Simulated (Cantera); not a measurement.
A closed system holds: 1 mol SiH₄, 1000 mol H₂, equilibrated at 2575 K and 2.60 mbar.

These are equilibrium values from Cantera (NASA tables, ideal gas, pure condensed phases), not measurements of a reactor. Candidate condensed phases: Si; 9 gas species. Kinetics and transport are ignored.

**Question.** What is the equilibrium state?

**Answer.** 
| Property | Value |
|---|---|
| x(H₂) | 0.513 |
| x(H) | 0.486 |
| x(Si) | 0.000748 |
| x(SiH) | 6.46e-6 |
| gas amount | 1325 mol |
| log10 activity of Si(l) (absent) | -3.62 |
